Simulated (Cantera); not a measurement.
An adiabatic, constant-volume homogeneous reactor starts with H2 : O2 : N2 = 1 : 0.385 : 1.45 (molar parts), at 1225 K and 0.770 bar. Integrator tolerance rtol = 1e-08.

Model: GRI-Mech 3.0 (53 species, 325 reactions), integrated in Cantera.

### Question
What does this change do: initial temperature 1225 to 1675 K?

### Answer
| quantity | before | after |
|---|---|---|
| time of steepest temperature rise | 51.4 µs | 10.1 µs |
| temperature at 2.00 s | 2936 K | 3010 K |
| equilibrium temperature | 2936 K | 3010 K |
| x(H2) at 2.00 s | 0.106 (gas-phase equilibrium 0.106) | 0.112 (gas-phase equilibrium 0.112) |
| x(O2) at 2.00 s | 0.00462 (gas-phase equilibrium 0.00462) | 0.00728 (gas-phase equilibrium 0.00728) |
| x(OH) at 2.00 s | 0.0251 (gas-phase equilibrium 0.0251) | 0.0335 (gas-phase equilibrium 0.0335) |
| x(H2O) at 2.00 s | 0.257 (gas-phase equilibrium 0.257) | 0.231 (gas-phase equilibrium 0.231) |
| x(O) at 2.00 s | 0.00479 (gas-phase equilibrium 0.00479) | 0.00892 (gas-phase equilibrium 0.00892) |
Above 3000 K some thermodynamic fits are extrapolated.

### Question
What does this change do: pressure from 0.770 bar to 11.0 bar?

### Answer
```tsv
quantity	before	after
time of steepest temperature rise	51.4 µs	33.2 µs
temperature at 2.00 s	2936 K	3188 K
equilibrium temperature	2936 K	3188 K
x(H2) at 2.00 s	0.106 (gas-phase equilibrium 0.106)	0.103 (gas-phase equilibrium 0.103)
x(O2) at 2.00 s	0.00462 (gas-phase equilibrium 0.00462)	0.00195 (gas-phase equilibrium 0.00195)
x(OH) at 2.00 s	0.0251 (gas-phase equilibrium 0.0251)	0.0180 (gas-phase equilibrium 0.0180)
x(H2O) at 2.00 s	0.257 (gas-phase equilibrium 0.257)	0.278 (gas-phase equilibrium 0.278)
x(O) at 2.00 s	0.00479 (gas-phase equilibrium 0.00479)	0.00183 (gas-phase equilibrium 0.00183)
```
The hydrogen kinetics of GRI-Mech 3.0 are dated; newer H2 mechanisms differ, most at raised pressure. Above 3000 K some thermodynamic fits are extrapolated.
